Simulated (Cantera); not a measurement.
An isothermal, constant-pressure homogeneous reactor starts with 0.459 % CO, 0.976 % O2, 0.918 % H2O, 97.6 % N2, at 1425 K and 0.128 atm.

Cantera simulation using GRI-Mech 3.0 (53 species, 325 reactions); the numbers are that mechanism's predictions, not measurements.

Predict: x(CO) at 5.00 s; x(O2) at 5.00 s; x(H2O) at 5.00 s; x(N2O) at 5.00 s; x(H2) at 5.00 s; x(NO) at 5.00 s; x(H) at 5.00 s.


| Property | Value |
|---|---|
| x(CO) at 5.00 s | 4.89e-7 (gas-phase equilibrium 2.24e-7) |
| x(O2) at 5.00 s | 0.00748 (gas-phase equilibrium 0.00740) |
| x(H2O) at 5.00 s | 0.00919 (gas-phase equilibrium 0.00920) |
| x(N2O) at 5.00 s | 1.09e-8 (gas-phase equilibrium 4.42e-9) |
| x(H2) at 5.00 s | 4.13e-7 (gas-phase equilibrium 1.97e-7) |
| x(NO) at 5.00 s | 1.05e-6 (gas-phase equilibrium 0.000175) |
| x(H) at 5.00 s | 2.57e-8 (gas-phase equilibrium 8.44e-9) |
